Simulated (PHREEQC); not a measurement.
**Reverse-osmosis reject (model solution)**

Synthetic water in mg/kgw, 25 °C, pH 8.53, pe 12.9: Na 2330; K 39.1; Ca 147; Mg 116; Cl 3300; S(6) as SO4 1410; Alkalinity as HCO3 0.856; N(5) as NO3 0.817.

Valence states are taken as typed.

Equilibrium calculation in PHREEQC: ion-association model, wateq4f.dat.

This is a speciation only: nothing precipitates in the calculation.

### Question
What ionic strength, activity of water, charge-balance error does the model give?

### Answer
ionic strength 0.133 mol/kgw; activity of water 0.989; charge-balance error -1.4 %.

### Question
In which forms is Na present?

### Answer
Na+ 98 %, NaSO4- 1.8 % of the Na.
